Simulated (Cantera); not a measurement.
# AlN + H2 (sublimation and decomposition of ceramics)

Feed: 1 mol AlN, 7.5 mol H2, at 0.133 bar.

Equilibrium computed with Cantera from the NASA thermochemical tables; the gas is ideal and each condensed phase is pure. Candidate condensed phases: Al, AlN; 13 gas species. Kinetics and transport are ignored.

From 1573 K to 2098 K the condensed part is AlN(s). The main Al-bearing gas is Al throughout.

```json
[
 {"T (K)": "1573", "x H2": "1.000", "x Al": "6.51e-6", "x N2": "4.34e-6", "x H": "0.000111", "x AlH": "2.19e-6", "x Al2": "2.91e-11", "x NH3": "1.39e-8", "n AlN(s)": "1.000"},
 {"T (K)": "1648", "x H2": "1.000", "x Al": "2.90e-5", "x N2": "1.83e-5", "x H": "0.000244", "x AlH": "7.55e-6", "x Al2": "3.16e-10", "x NH3": "2.35e-8", "n AlN(s)": "1.000"},
 {"T (K)": "1723", "x H2": "0.999", "x Al": "0.000113", "x N2": "6.80e-5", "x H": "0.000499", "x AlH": "2.33e-5", "x Al2": "2.76e-9", "x NH3": "3.79e-8", "n AlN(s)": "0.999"},
 {"T (K)": "1798", "x H2": "0.998", "x Al": "0.000390", "x N2": "0.000228", "x H": "0.000963", "x AlH": "6.52e-5", "x Al2": "2.00e-8", "x NH3": "5.88e-8", "n AlN(s)": "0.997"},
 {"T (K)": "1873", "x H2": "0.996", "x Al": "0.00122", "x N2": "0.000693", "x H": "0.00176", "x AlH": "0.000167", "x Al2": "1.23e-7", "x NH3": "8.80e-8", "n AlN(s)": "0.990"},
 {"T (K)": "1948", "x H2": "0.991", "x Al": "0.00348", "x N2": "0.00194", "x H": "0.00308", "x AlH": "0.000397", "x Al2": "6.50e-7", "x NH3": "1.27e-7", "n AlN(s)": "0.971"},
 {"T (K)": "2023", "x H2": "0.980", "x Al": "0.00916", "x N2": "0.00502", "x H": "0.00515", "x AlH": "0.000880", "x Al2": "3.03e-6", "x NH3": "1.77e-7", "n AlN(s)": "0.923"},
 {"T (K)": "2098", "x H2": "0.955", "x Al": "0.0225", "x N2": "0.0122", "x H": "0.00824", "x AlH": "0.00183", "x Al2": "1.26e-5", "x NH3": "2.36e-7", "n AlN(s)": "0.810"}
]
```
x: gas mole fraction; n: condensed amount in mol.
